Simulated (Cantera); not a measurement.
Charge: 1 mol MgCO3, 2.3 mol H2, 0.052 mol O2, equilibrated at 723 K and 10.0 mbar.

Method: chemical equilibrium by Gibbs-energy minimisation in Cantera with the NASA 1993 tables (ideal gas, pure condensed phases). Candidate condensed phases: C, C6H6, C7H8, C8H18, H2O, Mg, MgCO3, MgO, Mg(OH)2; 116 gas species. Kinetics and transport are ignored.

Base state: H2 0.540, CO2 0.203, H2O 0.150, CO 0.0956, CH4 0.0110 (mole fractions); condensed: MgO(s).

Problem. What changes in the equilibrium state with this change: H2 from 2.3 to 0.049 mol?

Solution. 
| species | before | after |
|---|---|---|
| CO2 | 0.203 | 0.929 |
| H2O | 0.150 | 0.0455 |
| O2 | <1e-9 | 0.0255 |
| H2 | 0.540 | <1e-9 |
| CO | 0.0956 | <1e-9 |
| CH4 | 0.0110 | <1e-9 |
| MgO(s), mol | 1.00 | 1.00 |
